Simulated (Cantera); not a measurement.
Standard-state values (1 bar) from the NASA 1993 polynomials, evaluated with Cantera. Values are per mole of reaction as written; species without (g) are pure solids or liquids, kept so even where they would boil at 1 bar. VN: taken at fixed stoichiometry.

Q: Between 300 and 1025 K, where is each reaction favourable under standard conditions?
- 4 OH(g) + H₂(g) + 2 VN ⇌ 2 VO₂(g) + 2 NH₃(g)

A: 
- 4 OH(g) + H₂(g) + 2 VN ⇌ 2 VO₂(g) + 2 NH₃(g): ΔG° is -273 kJ at 300 K and -225 kJ at 1025 K; it stays negative (K > 1). ΔH° is -315 kJ and ΔS° -88 J/K at 1025 K.
